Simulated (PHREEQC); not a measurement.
Solution (90 °C): 0.00098 mol/kgw AgNO3, 0.037 mol/kgw HF, 0.021 mol/kgw Na2SO4 and 0.0023 mol/kgw NaCl. Closed to the air; pH follows from the charge balance.

The numbers come from PHREEQC with the ion-association model, wateq4f.dat.

| Quantity | Result |
|---|---|
| pH | 2.90 |
| ionic strength | 0.0589 mol/kgw |
| total alkalinity | -37.0 meq/kg |

```
species  molality  activity   log γ
-------  --------  --------  ------
Na+        0.0425    0.0336  -0.102
HF         0.0296    0.0300   0.006
SO4-2      0.0144   0.00568  -0.404
F-        0.00558   0.00433  -0.110
HSO4-     0.00483   0.00381  -0.104
Cl-       0.00180   0.00140  -0.109
NaSO4-    0.00168   0.00134  -0.098
H+        0.00152   0.00126  -0.081
NO3-     0.000980  0.000754  -0.114
HF2-     0.000692  0.000537  -0.110
Ag+      0.000448  0.000353  -0.104
AgCl     0.000403  0.000408   0.006
H2F2     0.000172  0.000175   0.006
NaF       8.26e-5   8.37e-5   0.006
AgSO4-    7.78e-5   6.12e-5  -0.104
AgCl2-    4.97e-5   3.91e-5  -0.104
```

This is a speciation only: nothing precipitates in the calculation. Saturation is exceeded, for instance for Cerargyrite; the values hold only as long as no solid forms. Away from 25 °C the constants follow the database's enthalpies or fits; those with neither stay at their 25 °C values.
